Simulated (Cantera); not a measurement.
A freely propagating, adiabatic, planar premixed flame of CH4 : C2H6 : O2 : N2 = 1 : 0.31 : 3.96 : 19 (molar parts), equivalence ratio 0.78, unburnt at 325 K and 0.493 atm; mixture-averaged transport, grid criteria slope 0.08 and curve 0.16, no radiation.

Detailed kinetics in Cantera: GRI-Mech 3.0 (53 species, 325 reactions). Burning velocities carry a grid error of a few per cent, more on coarse grids.

### Question
How do the results move with these cheaper or finer settings: unity-Lewis-number transport; multicomponent transport; multicomponent+Soret transport; grid criteria slope 0.5, curve 1; grid criteria slope 0.25, curve 0.5; grid criteria slope 0.03, curve 0.06?

### Answer
```json
[
 {"setting": "as above", "laminar burning velocity": "21.7 cm/s", "thermal thickness": "1.30 mm", "peak x(OH)": "0.00342", "peak x(CO)": "0.0252", "grid points": "137"},
 {"setting": "unity-Lewis-number transport", "laminar burning velocity": "19.0 cm/s", "thermal thickness": "1.34 mm", "peak x(OH)": "0.00378", "peak x(CO)": "0.0220", "grid points": "140"},
 {"setting": "multicomponent transport", "laminar burning velocity": "21.9 cm/s", "thermal thickness": "1.31 mm", "peak x(OH)": "0.00343", "peak x(CO)": "0.0254", "grid points": "137"},
 {"setting": "multicomponent+Soret transport", "laminar burning velocity": "21.6 cm/s", "thermal thickness": "1.32 mm", "peak x(OH)": "0.00341", "peak x(CO)": "0.0252", "grid points": "137"},
 {"setting": "grid criteria slope 0.5, curve 1", "laminar burning velocity": "24.0 cm/s", "thermal thickness": "1.39 mm", "peak x(OH)": "0.00347", "peak x(CO)": "0.0255", "grid points": "31"},
 {"setting": "grid criteria slope 0.25, curve 0.5", "laminar burning velocity": "22.9 cm/s", "thermal thickness": "1.32 mm", "peak x(OH)": "0.00349", "peak x(CO)": "0.0255", "grid points": "53"},
 {"setting": "grid criteria slope 0.03, curve 0.06", "laminar burning velocity": "21.3 cm/s", "thermal thickness": "1.30 mm", "peak x(OH)": "0.00340", "peak x(CO)": "0.0251", "grid points": "333"}
]
```
The base run took about 18 core-seconds (a rough figure).
Unity Lewis numbers drop preferential diffusion, which matters most where H2 and H carry the flame; Soret adds thermal diffusion.
